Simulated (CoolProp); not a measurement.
Vapour-liquid equilibrium of benzene (1) + n-octane (2) at 0.0146 MPa; x and y are mole fractions of (1).

Model: multi-fluid Helmholtz-energy mixture model, Thol 2012 and Beckmüller 2019; pair parameters Bell 2016, in CoolProp.

Give the bubble temperature and the first vapour's composition at x = 0.05, 0.2, 0.65. Is there an azeotrope?

x = 0.05: 335.5 K, y = 0.244; x = 0.2: 323.1 K, y = 0.629; x = 0.65: 307.1 K, y = 0.911. No azeotrope shows between x = 0.05 and 0.95.

The pair parameters rest on a limited set of measurements; away from them the model extrapolates.
